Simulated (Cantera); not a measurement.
An isothermal plug-flow reactor at 600 K and 3750 Torr (inlet), inlet velocity 0.66 m/s, active area per volume 660 1/m; feed 1.14 % H₂, 7.97 % O₂, 89.9 % N₂, 1.00 % H₂O, equivalence ratio 0.071.

Computed with Cantera and Deutschmann's 1995 Pt surface mechanism with GRI-Mech 3.0 gas chemistry. Catalytic surfaces can have several steady states; this one follows from the mechanism file's or the stated starting coverage. Mass transfer to the wall is taken as infinitely fast.

Question: Predict: x(H₂) at z = 0.0064 m; x(O₂) at z = 0.0064 m; x(H₂O) at z = 0.0064 m; θ(free Pt) at the exit; θ(O*) at the exit; θ(OH*) at the exit.

Answer: 
| Quantity | Value |
|---|---|
| x(H₂) at z = 0.0064 m | 0.000235 |
| x(O₂) at z = 0.0064 m | 0.0745 |
| x(H₂O) at z = 0.0064 m | 0.0213 |
| θ(free Pt) at the exit | 0.00520 |
| θ(O*) at the exit | 0.985 |
| θ(OH*) at the exit | 0.0101 |
